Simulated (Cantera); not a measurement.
Adiabatic ignition

An adiabatic, constant-volume homogeneous reactor starts with CH₄ : CO : O₂ : N₂ = 1 : 1.4 : 1.13 : 4.23 (molar parts), equivalence ratio 2.4, at 1748 K and 0.230 bar.

Cantera simulation using GRI-Mech 3.0 (53 species, 325 reactions); the numbers are that mechanism's predictions, not measurements.

```tsv
t (s)	T (K)	P (bar)	x CH₄	x CO	x O₂	x C₂H₂	x NO	x CH₂CO	x H
2.00e-6	1748	0.230	0.129	0.180	0.146	<1e-12	<1e-12	1.82e-11	5.45e-7
4.92e-6	1748	0.230	0.129	0.180	0.146	<1e-12	<1e-12	1.37e-10	6.06e-7
1.21e-5	1748	0.230	0.129	0.180	0.146	<1e-12	<1e-12	9.69e-10	6.34e-7
2.98e-5	1748	0.230	0.129	0.180	0.146	5.30e-11	<1e-12	6.50e-9	6.98e-7
7.34e-5	1747	0.230	0.129	0.180	0.146	2.80e-9	1.82e-12	4.33e-8	9.07e-7
0.000181	1747	0.230	0.128	0.180	0.145	1.54e-7	8.03e-12	3.23e-7	2.07e-6
0.000445	1758	0.232	0.122	0.180	0.142	1.83e-5	1.02e-10	1.32e-5	2.44e-5
0.00110	2819	0.421	2.24e-12	0.241	0.000455	<1e-12	0.000466	<1e-12	0.0282
0.00270	2751	0.413	<1e-12	0.239	0.000633	<1e-12	0.000906	<1e-12	0.0342
0.00664	2745	0.412	<1e-12	0.239	0.000630	<1e-12	0.00135	<1e-12	0.0345
0.0163	2744	0.412	<1e-12	0.239	0.000627	<1e-12	0.00145	<1e-12	0.0344
0.0402	2744	0.412	<1e-12	0.239	0.000627	<1e-12	0.00145	<1e-12	0.0344
0.0990	2744	0.412	<1e-12	0.239	0.000627	<1e-12	0.00145	<1e-12	0.0344
0.244	2744	0.412	<1e-12	0.239	0.000627	<1e-12	0.00145	<1e-12	0.0344
0.600	2744	0.412	<1e-12	0.239	0.000627	<1e-12	0.00145	<1e-12	0.0344
```
x: mole fraction; the columns are a selection and need not sum to one.

| Property | Value |
|---|---|
| time of steepest temperature rise | 0.705 ms |
| temperature at 0.600 s | 2744 K |
| equilibrium temperature | 2744 K |
| x(CH₄) at 0.600 s | <1e-12 (gas-phase equilibrium <1e-12) |
| x(CO) at 0.600 s | 0.239 (gas-phase equilibrium 0.239) |
| x(O₂) at 0.600 s | 0.000627 (gas-phase equilibrium 0.000627) |
